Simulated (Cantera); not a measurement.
Charge: 1 mol CsCl, 7.9 mol N2, 0.36 mol O2, equilibrated at 1500 K and 28.0 Pa.

Cantera equilibrium calculation (NASA polynomials, part measured and part estimated; ideal gas, pure solids and liquids). Candidate condensed phases: Cs, CsCl; 18 gas species. Rates play no part.

Base state: N2 0.853, CsCl 0.108, O2 0.0386, NO 0.000546, Cl 9.99e-5, Cs 9.99e-5, O 4.76e-5 (mole fractions); condensed: gas only.

**Question.** What changes in the equilibrium state with this change: O2 from 0.36 to 2 mol?

**Answer.** 
```csv
species,before,after
N2,0.853,0.724
O2,0.0386,0.183
CsCl,0.108,0.0916
O,4.76e-5,0.000104
NO,0.000546,0.00109
Cs,9.99e-5,9.20e-5
Cl,9.99e-5,9.21e-5
```

**Question.** What changes in the equilibrium state with this change: O2 from 0.36 to 7.5 mol?

**Answer.** 
```json
[
 {"species": "N2", "before": "0.853", "after": "0.481"},
 {"species": "O2", "before": "0.0386", "after": "0.456"},
 {"species": "CsCl", "before": "0.108", "after": "0.0609"},
 {"species": "O", "before": "4.76e-5", "after": "0.000164"},
 {"species": "NO", "before": "0.000546", "after": "0.00141"}
]
```
